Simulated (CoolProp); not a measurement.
A closed Brayton cycle with dry air: compressor inlet 316.15 K and 7.7 MPa, high pressure 15 MPa, turbine inlet 955 K, compressor efficiency 0.89, turbine efficiency 0.93, recuperator effectiveness 0 (on enthalpy, no pinch check). Each further row changes one setting.

Computed with CoolProp (reference Helmholtz-energy equation of state, Lemmon 2000). It is a pseudo-pure fit of the blend.

```csv
case,thermal efficiency (%),net work (kJ/kg),compressor to turbine work,compressor exit (K),turbine exit (K)
as stated,13.7,85.5,0.47,391.9,814.9
turbine inlet 905 K,13.6,(withheld),(withheld),391.9,771.0
compressor inlet 326.15 K,13.6,82.8,0.49,404.2,814.9
high pressure 12.8 MPa,(withheld),68.9,0.45,372.6,846.4
recuperator effectiveness 0.5,21.6,85.5,0.47,391.9,814.9
```

Question: Some entries are withheld; supply them.

Answer: 
- turbine inlet 905 K, net work (kJ/kg): 77.0
- turbine inlet 905 K, compressor to turbine work: 0.50
- high pressure 12.8 MPa, thermal efficiency (%): 10.7
